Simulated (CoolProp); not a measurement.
The fluid at 365.95 K and 0.578 MPa (stagnation) flows isentropically through a choked orifice. The same conditions are run with several fluids, on thermodynamics alone (safety and materials aside).

The numbers come from the reference Helmholtz-energy equation of state of each fluid (R236FA: Pan 2012; c-C4F8 (RC318): Platzer 1990; R21: Platzer 1990; R236EA: Rui 2013; propylene: Lemmon 2013) in CoolProp. The equations of Platzer and Polt are older, rougher fits.

```csv
fluid,throat to inlet pressure ratio,mass flux (kg/(m² s)),throat temperature (K)
R236FA,…,2610,353.3
c-C4F8 (RC318),…,…,…
R21,…,2210,339.5
R236EA,…,2610,353.5
propylene,…,1380,343.0
```

### Question
What belongs in the gaps?

### Answer

- R236FA, throat to inlet pressure ratio: 0.602
- c-C4F8 (RC318), throat to inlet pressure ratio: 0.606
- c-C4F8 (RC318), mass flux (kg/(m² s)): 2970
- c-C4F8 (RC318), throat temperature (K): 355.9
- R21, throat to inlet pressure ratio: 0.581
- R236EA, throat to inlet pressure ratio: 0.603
- propylene, throat to inlet pressure ratio: 0.582
